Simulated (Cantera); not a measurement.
What does this Cantera script print?

```python
import numpy as np
import cantera as ct

gas = ct.Solution("gri30.yaml")
gas.TPX = 1125, 100000, {'C2H6': 1.3, 'N2': 4.3}
inlet = ct.Reservoir(gas, clone=True)

reactor = ct.IdealGasConstPressureReactor(gas, energy="off", clone=False)
exhaust = ct.Reservoir(gas, clone=True)
tau = [16, 5.8, 2.1, 0.77, 0.28, 0.1, 0.037, 0.013, 0.0048][0]
for a, b in ((inlet, reactor), (reactor, exhaust)):
    ct.MassFlowController(a, b, mdot=lambda t: reactor.mass / tau)
net = ct.ReactorNet([reactor])
show = ['C2H6', 'C2H4', 'CH3', 'HCN', 'CH4', 'CH2', 'C2H2']

rows = []
print(f"{'tau/s':>10s}{'T/K':>9s}" + "".join(f"{s:>11s}" for s in show))
for tau in [16, 5.8, 2.1, 0.77, 0.28, 0.1, 0.037, 0.013, 0.0048]:
    net.initial_time = 0.0
    net.advance(30 * tau)
    before = gas.X
    net.advance(40 * tau)
    drift = np.max(np.abs(gas.X - before) / (gas.X + 1e-9))
    rows.append([gas.T, *gas[show].X, drift])
    print(f"{tau:10.3e}{gas.T:9.1f}" + "".join(f"{x:11.3e}" for x in gas[show].X))
```

It prints:

```
     tau/s      T/K       C2H6       C2H4        CH3        HCN        CH4        CH2       C2H2
 1.600e+01   1125.0  9.061e-03  1.263e-01  2.018e-06  5.635e-13  7.465e-02  1.193e-12  2.056e-02
 5.800e+00   1125.0  1.292e-02  1.344e-01  1.941e-06  3.376e-13  5.451e-02  1.439e-12  1.789e-02
 2.100e+00   1125.0  1.945e-02  1.397e-01  1.890e-06  1.946e-13  3.831e-02  1.753e-12  1.452e-02
 7.700e-01   1125.0  3.149e-02  1.396e-01  1.973e-06  1.118e-13  2.639e-02  2.258e-12  1.040e-02
 2.800e-01   1125.0  5.521e-02  1.291e-01  2.307e-06  6.567e-14  1.743e-02  3.162e-12  6.100e-03
 1.000e-01   1125.0  9.876e-02  1.006e-01  2.992e-06  4.151e-14  1.016e-02  4.637e-12  2.726e-03
 3.700e-02   1125.0  1.535e-01  6.038e-02  3.827e-06  3.074e-14  4.882e-03  6.246e-12  9.547e-04
 1.300e-02   1125.0  1.981e-01  2.641e-02  4.401e-06  2.536e-14  1.828e-03  7.162e-12  2.372e-04
 4.800e-03   1125.0  2.193e-01  9.976e-03  4.364e-06  2.054e-14  6.330e-04  6.670e-12  4.484e-05
```

Model: GRI-Mech 3.0 (53 species, 325 reactions), integrated in Cantera. GRI-Mech 3.0 stops at C3 and has no aromatics, soot or wall deposition, so with more carbon than oxygen in the feed, carbon stays in small species such as C2H2 where larger ones or solid carbon would form.
